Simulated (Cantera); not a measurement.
Input (Python, Cantera):

```python
import numpy as np
import cantera as ct

gas = ct.Solution("gri30.yaml")
gas.TPX = 1975, 760, {'C2H6': 1, 'N2': 4.1}
reactor = ct.IdealGasConstPressureReactor(gas, energy="off", clone=False)
net = ct.ReactorNet([reactor])
net.rtol, net.atol = 1e-08, 1e-18
show = ['C2H6', 'C2H', 'HCN', 'C2H2', 'CH3', 'CH4', 'H2']
times = np.geomspace(0.0009, 40, 11)

steps = ct.SolutionArray(gas, extra=["t"])
rows = []
print(f"{'t/s':>10s}{'T/K':>9s}{'P/Pa':>11s}" + "".join(f"{s:>11s}" for s in show))
for t in times:
    while net.time < t:
        t_next = net.step()
        steps.append(gas.state, t=t_next)
    rows.append([np.interp(t, steps.t, y) for y in (steps.T, steps.P, *steps(*show).X.T)])
    print(f"{t:10.3e}{rows[-1][0]:9.1f}{rows[-1][1]:11.4g}" + "".join(f"{x:11.3e}" for x in rows[-1][2:]))
rate = np.gradient(steps.T, steps.t)
print("integrator steps:", len(steps.t))
if steps.T.max() > steps.T[0] + 200:
    print(f"time of steepest temperature rise: {steps.t[rate.argmax()]:.4e} s")
gas.TPX = 1975, 760, {'C2H6': 1, 'N2': 4.1}
gas.equilibrate("TP")
print(f"equilibrium (TP): T = {gas.T:.1f} K  " + "  ".join(f"{s} {gas[s].X[0]:.3e}" for s in show))
```

Result:

```
       t/s      T/K       P/Pa       C2H6        C2H        HCN       C2H2        CH3        CH4         H2
 9.000e-04   1975.0        760  7.425e-05  3.974e-05  2.612e-05  9.899e-02  1.907e-02  4.420e-02  1.942e-01
 2.624e-03   1975.0        760  1.811e-05  2.342e-05  3.059e-05  1.204e-01  7.655e-03  3.659e-02  2.258e-01
 7.653e-03   1975.0        760  6.088e-06  1.645e-05  3.373e-05  1.280e-01  3.979e-03  2.810e-02  2.421e-01
 2.231e-02   1975.0        760  2.245e-06  1.489e-05  3.748e-05  1.327e-01  2.338e-03  1.857e-02  2.557e-01
 6.507e-02   1975.0        760  5.893e-07  1.781e-05  4.541e-05  1.370e-01  1.247e-03  8.438e-03  2.690e-01
 1.897e-01   1975.0        760  5.334e-08  2.700e-05  6.732e-05  1.397e-01  4.294e-04  1.936e-03  2.770e-01
 5.533e-01   1975.0        760  9.393e-10  4.897e-05  1.223e-04  1.402e-01  7.353e-05  1.828e-04  2.778e-01
 1.613e+00   1975.0        760  5.672e-12  6.989e-05  1.790e-04  1.401e-01  6.546e-06  1.139e-05  2.765e-01
 4.704e+00   1975.0        760  8.198e-13  7.221e-05  2.028e-04  1.401e-01  1.747e-06  2.940e-06  2.764e-01
 1.372e+01   1975.0        760  8.322e-13  7.220e-05  2.457e-04  1.401e-01  1.777e-06  2.991e-06  2.764e-01
 4.000e+01   1975.0        760  8.836e-13  7.217e-05  3.684e-04  1.400e-01  1.897e-06  3.193e-06  2.764e-01
integrator steps: 1703
equilibrium (TP): T = 1975.0 K  C2H6 1.421e-12  C2H 3.827e-05  HCN 1.318e-01  C2H2 7.425e-02  CH3 3.169e-06  CH4 5.333e-06  H2 2.764e-01
```

Computed with Cantera and GRI-Mech 3.0 (53 species, 325 reactions). GRI-Mech 3.0 stops at C3 and has no aromatics, soot or wall deposition, so with more carbon than oxygen in the feed, carbon stays in small species such as C2H2 where larger ones or solid carbon would form. Radical loss at walls, strong at low pressure, is not modelled.
